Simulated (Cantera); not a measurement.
Charge: 1 mol CH₃SiH₃, 0.5 mol C₃H₈, 11 mol H₂, equilibrated at 1.00 Torr.

Equilibrium computed with Cantera from the NASA thermochemical tables; the gas is ideal and each condensed phase is pure. Candidate condensed phases: C, C₆H₆, C₇H₈, C₈H₁₈, Si, SiC; 87 gas species. The feed counts by its element totals alone. Gases not in the tables: Si₂H₆ and higher silanes. Rates play no part.

log p: log10 of the partial pressure in bar; n: condensed amount in mol.

```
T (K)  log p H₂  log p H  log p Si  log p SiC₂  n C(graphite)  n SiC(s)
-----  --------  -------  --------  ----------  -------------  --------
2125      -2.92    -3.90     -4.83       -5.98            ___     0.778
2175      -2.95    -3.78     -4.54       -5.60            ___     0.543
2225      -2.98    -3.68     -4.27       -5.24           2.14    0.0671
2275      -3.00    -3.57     -4.24       -5.14           2.15         0
2325      -3.03    -3.48     -4.25       -5.07           2.09         0
2375      -3.07    -3.39     -4.27       -5.02           2.03         0
2425      -3.11    -3.30     -4.29       -4.97           1.95         0
2475      -3.17    -3.23     -4.32       -4.93           1.86         0
2525      -3.23    -3.17     -4.35       -4.90           1.76         0
2575      -3.30    -3.11     -4.38       -4.87            ___         0
```

**Question.** What belongs in the gaps?

**Answer.** 
- 2125, n C(graphite): 1.64
- 2175, n C(graphite): 1.80
- 2575, n C(graphite): 1.62
